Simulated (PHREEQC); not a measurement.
## Ultrapure water in contact with air or piping

A made-up water analysis in mg/kgw, 25 °C, pH 5.89, pe 0.2:

```tsv
constituent	mg/kgw
Na	0.0403
K	0.0508
Ca	0.0634
Mg	0.00427
Cl	0.0296
S(6) as SO4	0.0455
Alkalinity as HCO3	0.304
Sr	0.00799
N(-3) as NH4	0.00132
Mn(2)	0.0011
Br	0.0104
```

Na is adjusted to close the charge balance.
Valence states are taken as typed.

Model: ion-association model, phreeqc.dat, run in PHREEQC.

Precipitation was switched off in this run.

Problem. Estimate the ionic strength.

Solution. ionic strength 1.05e-5 mol/kgw.

Problem. In which forms is C present?

Solution. CO2 74 %, HCO3- 26 % of the C.

Complexes and solids missing from the database can't appear.
